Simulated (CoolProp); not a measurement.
Vapour-liquid equilibrium of o-xylene (1) + n-undecane (2) at 0.26 bar; x and y are mole fractions of (1).

Computed with CoolProp (multi-fluid Helmholtz-energy mixture model, Zhou 2012 and Aleksandrov 2011; pair parameters Bell 2016).

```tsv
x	bubble temperature (K)	y at the bubble point	dew temperature at overall composition x (K)	liquid density (mol/L)
0.05	416.2	0.172	419.3	4.224
0.2	404.8	0.524	415.4	4.609
0.35	395.8	0.722	411.0	5.033
0.5	388.6	0.837	405.8	5.506
0.65	382.8	0.909	399.4	6.041
0.8	378.0	0.957	391.1	6.656
0.95	373.9	0.991	378.8	7.375
```

No azeotrope shows between x = 0.05 and 0.95.

Pair parameters are fitted to limited data, so mixtures are less certain than the pure fluids.
